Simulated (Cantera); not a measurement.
Mixture: 7.84 % CH4, 19.4 % O2, 72.8 % N2, equivalence ratio 0.81, at 383 Torr, adiabatic and at constant volume. Ignition delay is the time to a rise of 400 K.

Model: GRI-Mech 3.0 (53 species, 325 reactions), integrated in Cantera.

Predict: delay at 1225 K; delay at 1325 K; delay at 1425 K; delay at 1525 K; delay at 1625 K; delay at 1725 K; apparent activation energy between 1525 and 1725 K.


```json
{
 "delay at 1225 K": "47.4 ms",
 "delay at 1325 K": "12.2 ms",
 "delay at 1425 K": "3.75 ms",
 "delay at 1525 K": "1.39 ms",
 "delay at 1625 K": "0.614 ms",
 "delay at 1725 K": "0.306 ms",
 "apparent activation energy between 1525 and 1725 K": "170 kJ/mol"
}
```
